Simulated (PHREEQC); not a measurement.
A made-up water analysis in mmol/kgw, 25 °C, pH 3.18, pe 11.9: Na 8.81; K 1.33; Ca 10; Mg 12.6; Cl 9.47; S(6) 24.8; Al 0.139.

Valence states are taken as typed.

Equilibrium calculation in PHREEQC: ion-association model, phreeqc.dat.

Precipitation was switched off in this run.

Order these Ca species by the share of Ca that they hold, largest first: CaSO4, Ca+2, CaHSO4+.

Ca+2 (67 %), CaSO4 (33 %), CaHSO4+ (0.18 %)

The pH is 3.18 and the ionic strength 0.0701 mol/kgw.
